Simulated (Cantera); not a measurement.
Input (Python, Cantera) and output of one run.

```python
import numpy as np
import cantera as ct

gas_names = """
    Fe FeO N NO NO2 NO3 N2 N2O O O2 O3 S SN SO SO2 SO3 S2 S2O S8
""".split()
cond_names = """
    Fe(a) Fe(c) Fe(d) Fe(L) FeO(s) FeO(L) FeS(a) FeS(b) FeS(c) FeS(L) FeSO4(s) FeS2(s) Fe2O3(s)
    Fe2S3O12(s) Fe3O4(s) S(cr1) S(cr2) S(L)
""".split()


# ... load() reads the species with a 1 bar reference pressure and builds the phases ...
atoms = {
    'Fe2O3': {'Fe': 2, 'O': 3},
    'SO2': {'S': 1, 'O': 2},
    'N2': {'N': 2},
    'O2': {'O': 2},
}
top_T = {'FeSO4(s)': 950, 'FeS2(s)': 1010, 'Fe2O3(s)': 1830, 'Fe2S3O12(s)': 1100, 'Fe3O4(s)': 1870}  # K; cautious upper limits of use, not melting points


# ... equilibrate(T, P, feed) seeds the gas with the atoms and calls Mixture.equilibrate('TP', solver="vcs", rtol=1e-11, max_steps=5000) ...
results = []
feed = {'Fe2O3': 1, 'SO2': 2.2, 'N2': 3.9, 'O2': 3.6}  # mol
T = 1200  # K
P = 10000  # Pa
mix = equilibrate(T, P, feed)
results.append((T, P, feed, dict(zip(mix.species_names, mix.species_moles))))
print(gas.report(threshold=1e-05))
for i in range(1, mix.n_phases):
    print(f"{mix.phase(i).name:16s} {mix.phase_moles(i):12.5e} mol")
```

Output:

```
       temperature   1200 K
          pressure   10000 Pa
           density   0.037955 kg/m^3
  mean mol. weight   37.869 kg/kmol
   phase of matter   gas

                          1 kg             1 kmol
                     ---------------   ---------------
          enthalpy       -9.4751e+05       -3.5882e+07  J
   internal energy        -1.211e+06       -4.5859e+07  J
           entropy            7589.5        2.8741e+05  J/K
    Gibbs function       -1.0055e+07       -3.8077e+08  J
 heat capacity c_p            1045.8             39602  J/K
 heat capacity c_v            826.21             31288  J/K

                      mass frac. Y      mole frac. X     chem. pot. / RT
                     ---------------   ---------------   ---------------
                NO        0.00014683        0.00018531           -29.476
                N2           0.29895           0.40412           -28.563
                O2           0.31067           0.36767            -30.39
               SO2           0.36758           0.21731           -67.007
               SO3          0.022648          0.010713           -82.202
     [  +14 minor]        1.6221e-06        1.3667e-06

Fe(c)             0.00000e+00 mol
FeO(s)            0.00000e+00 mol
FeS(c)            0.00000e+00 mol
Fe2O3(s)          1.00000e+00 mol
Fe3O4(s)          0.00000e+00 mol
S(L)              0.00000e+00 mol
```

Cantera equilibrium calculation (NASA polynomials, part measured and part estimated; ideal gas, pure solids and liquids).
